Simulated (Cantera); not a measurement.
Input (Python, Cantera):

```python
import numpy as np
import cantera as ct

gas = ct.Solution("gri30.yaml")
gas.TPX = 1025, 101325, {'C3H8': 1, 'H2': 1.8}
inlet = ct.Reservoir(gas, clone=True)

reactor = ct.IdealGasConstPressureReactor(gas, energy="off", clone=False)
exhaust = ct.Reservoir(gas, clone=True)
tau = [9.6, 1.9, 0.38, 0.074, 0.015, 0.0029, 0.00058][0]
for a, b in ((inlet, reactor), (reactor, exhaust)):
    ct.MassFlowController(a, b, mdot=lambda t: reactor.mass / tau)
net = ct.ReactorNet([reactor])
show = ['C3H8', 'H2', 'C2H2', 'C2H', 'CH4', 'CH2', 'C2H4']

rows = []
print(f"{'tau/s':>10s}{'T/K':>9s}" + "".join(f"{s:>11s}" for s in show))
for tau in [9.6, 1.9, 0.38, 0.074, 0.015, 0.0029, 0.00058]:
    net.initial_time = 0.0
    net.advance(30 * tau)
    before = gas.X
    net.advance(40 * tau)
    drift = np.max(np.abs(gas.X - before) / (gas.X + 1e-9))
    rows.append([gas.T, *gas[show].X, drift])
    print(f"{tau:10.3e}{gas.T:9.1f}" + "".join(f"{x:11.3e}" for x in gas[show].X))
```

Result:

```
     tau/s      T/K       C3H8         H2       C2H2        C2H        CH4        CH2       C2H4
 9.600e+00   1025.0  2.410e-02  4.210e-01  1.023e-03  2.751e-15  2.918e-01  4.874e-14  1.670e-01
 1.900e+00   1025.0  7.627e-02  4.760e-01  5.434e-04  1.661e-15  2.261e-01  1.881e-13  1.606e-01
 3.800e-01   1025.0  1.816e-01  5.506e-01  1.492e-04  4.866e-16  1.334e-01  9.000e-13  1.159e-01
 7.400e-02   1025.0  2.935e-01  6.120e-01  1.538e-05  4.962e-17  4.686e-02  2.544e-12  4.541e-02
 1.500e-02   1025.0  3.418e-01  6.356e-01  8.217e-07  2.565e-18  1.119e-02  3.526e-12  1.119e-02
 2.900e-03   1025.0  3.543e-01  6.415e-01  2.702e-08  7.608e-20  2.044e-03  3.163e-12  2.060e-03
 5.800e-04   1025.0  3.568e-01  6.427e-01  4.356e-10  7.734e-22  2.589e-04  1.268e-12  2.624e-04
```

Detailed kinetics in Cantera: GRI-Mech 3.0 (53 species, 325 reactions). GRI-Mech 3.0 was tuned for natural gas; its chemistry of propane as a main component is partial and can be far from experiment. GRI-Mech 3.0 stops at C3 and has no aromatics, soot or wall deposition, so with more carbon than oxygen in the feed, carbon stays in small species such as C2H2 where larger ones or solid carbon would form.
